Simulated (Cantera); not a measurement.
Halide evaporation, hydrolysis and transport: NaCl + H2 + N2 + HF

Input: 1 mol NaCl, 7.8 mol H2, 0.33 mol N2, 0.00035 mol HF, held at 22.0 Pa.

Method: chemical equilibrium by Gibbs-energy minimisation in Cantera with the NASA 1993 tables (ideal gas, pure condensed phases). Candidate condensed phases: NH4Cl, Na, NaCl, NaF; 33 gas species. Rates play no part.

```
T (°C)   x H2       x H  x NaCl      x Na     x HCl    x N2      x Cl
------  -----  --------  ------  --------  --------  ------  --------
750     0.860   2.59e-7  0.0951  0.000349  0.000351  0.0364  9.75e-11
850     0.854   2.65e-6   0.106   0.00103   0.00103  0.0362   2.84e-9
950     0.852   1.87e-5   0.107   0.00242   0.00242  0.0361   4.58e-8
1050    0.850   9.86e-5   0.104   0.00495   0.00495  0.0361   4.81e-7
1150    0.846  0.000412  0.0999   0.00904   0.00903  0.0360   3.60e-6
1250    0.839   0.00143  0.0936    0.0150    0.0150  0.0358   2.05e-5
1350    0.829   0.00424  0.0850    0.0230    0.0229  0.0356   9.23e-5
1450    0.814    0.0111  0.0744    0.0327    0.0324  0.0353  0.000342
1550    0.790    0.0260  0.0622    0.0435    0.0424  0.0349   0.00106
1650    0.753    0.0551  0.0492    0.0542    0.0514  0.0341   0.00283
1750    0.697     0.107  0.0363    0.0635    0.0570  0.0329   0.00650
1850    0.615     0.190  0.0246    0.0700    0.0571  0.0312    0.0129
1950    0.504     0.307  0.0151    0.0725    0.0503  0.0289    0.0222
```
x: gas mole fraction; nothing condenses.

From 750 °C to 1950 °C nothing is condensed. The main Na-bearing gas is NaCl at 750 °C and Na at 1950 °C.
